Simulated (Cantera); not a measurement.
Input (Python, Cantera) and output of one run.

```python
import numpy as np
import cantera as ct

gas_names = [...]  # 123 gases of nasa_gas.yaml made of C, H, O, Si
cond_names = """
    C(gr) C6H6(L) C7H8(L) C8H18(L),n-octa H2O(s) H2O(L) Si(cr) Si(L) SiC(b) SiO2(Lqz) SiO2(hqz) SiO2(L)
""".split()


# ... load() reads the species with a 1 bar reference pressure and builds the phases ...
atoms = {
    'SiC': {'Si': 1, 'C': 1},
    'O2': {'O': 2},
    'H2': {'H': 2},
    'H2O': {'H': 2, 'O': 1},
}
top_T = {'C(gr)': 4500, 'SiC(b)': 3050}  # K; cautious upper limits of use, not melting points


# ... equilibrate(T, P, feed) seeds the gas with the atoms and calls Mixture.equilibrate('TP', solver="vcs", rtol=1e-11, max_steps=5000) ...
results = []
feed = {'SiC': 1, 'O2': 0.0046, 'H2': 43, 'H2O': 3.1}  # mol
T = 1025  # K
P = 120  # Pa
mix = equilibrate(T, P, feed)
results.append((T, P, feed, dict(zip(mix.species_names, mix.species_moles))))
x = sorted(zip(gas.X, gas.species_names), reverse=True)
print(f"T = {T:g} K  P = {P:g} Pa  gas = {mix.phase_moles(0):.4g} mol")
print("   x: " + "  ".join(f"{s} {v:.3e}" for v, s in x if v > 0.001))
print("   condensed (mol): " + ("  ".join(f"{mix.phase(i).name} {mix.phase_moles(i):.4g}"
      for i in range(1, mix.n_phases) if mix.phase_moles(i) > 1e-12) or "none"))
```

It prints:

```
T = 1025 K  P = 120 Pa  gas = 47.1 mol
   x: H2 9.765e-01  CO 2.117e-02  H2O 2.255e-03
   condensed (mol): SiO2(hqz) 1
```

Equilibrium computed with Cantera from the NASA thermochemical tables; the gas is ideal and each condensed phase is pure.
